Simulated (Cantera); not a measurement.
A diamond (100) surface in a fixed gas of H2 with x(CH4) = 0.0031, x(H) = 0.0082, at 1050 K, 21.8 Torr; coverages are run to steady state.

Model: the Harris–Goodwin 1993 mechanism for the reconstructed diamond (100) surface, integrated in Cantera.

θ: site fractions in the mechanism's names (c6HH fully hydrogenated, c6H* and c6*H radical sites, c6** diradical, c6HM methylated).

```
x(CH3)   growth (µm/h)  θ c6HH  θ c6H*  θ c6*H  θ c6**    θ c6HM
-------  -------------  ------  ------  ------  ------  --------
1e-06                …   0.553  0.0230   0.410  0.0136   4.81e-5
2.6e-06              …   0.553  0.0230   0.410  0.0136  0.000125
6.6e-06              …   0.553  0.0230   0.410  0.0136  0.000317
1.7e-05              …   0.552  0.0229   0.410  0.0136  0.000816
4.4e-05              …   0.551  0.0229   0.409  0.0135   0.00211
0.00011              …   0.549  0.0228   0.407  0.0134   0.00524
0.00029              …   0.542  0.0225   0.402  0.0132    0.0136
0.00074              …   0.527  0.0218   0.390  0.0126    0.0336
0.0019               …   0.492  0.0203   0.362  0.0114    0.0791
```

Question: Complete the blanks.

Answer: 
- 1e-06, growth (µm/h): 0.0169
- 2.6e-06, growth (µm/h): 0.0440
- 6.6e-06, growth (µm/h): 0.112
- 1.7e-05, growth (µm/h): 0.287
- 4.4e-05, growth (µm/h): 0.741
- 0.00011, growth (µm/h): 1.84
- 0.00029, growth (µm/h): 4.79
- 0.00074, growth (µm/h): 11.8
- 0.0019, growth (µm/h): 27.8
